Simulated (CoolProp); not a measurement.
The fluid at 492.04 K and 3.32 MPa expands adiabatically to 0.349 MPa with isentropic efficiency 0.85. The same conditions are run with several fluids, on thermodynamics alone (safety and materials aside).

Model: reference Helmholtz-energy equation of state of each fluid (ethanol: Schroeder 2014; ammonia: Gao 2020; dimethyl ether: Wu 2011; carbon dioxide: Span 1996; hydrogen chloride: Thol 2018), in CoolProp.

Problem. Rank ethanol, ammonia, dimethyl ether, carbon dioxide, hydrogen chloride by work (kJ/kg), highest first.

Solution. ammonia (348), hydrogen chloride (152), dimethyl ether (142), carbon dioxide (140), ethanol (124)

```json
[
 {"fluid": "ethanol", "final temperature (K)": "386.6", "final phase": "two-phase, vapour fraction 0.984", "final density (kg/m³)": "5.48"},
 {"fluid": "ammonia", "final temperature (K)": "325.4", "final phase": "gas", "final density (kg/m³)": "2.26"},
 {"fluid": "dimethyl ether", "final temperature (K)": "400.3", "final phase": "gas", "final density (kg/m³)": "4.95"},
 {"fluid": "carbon dioxide", "final temperature (K)": "335.8", "final phase": "gas", "final density (kg/m³)": "5.57"},
 {"fluid": "hydrogen chloride", "final temperature (K)": "288.8", "final phase": "gas", "final density (kg/m³)": "5.42"}
]
```
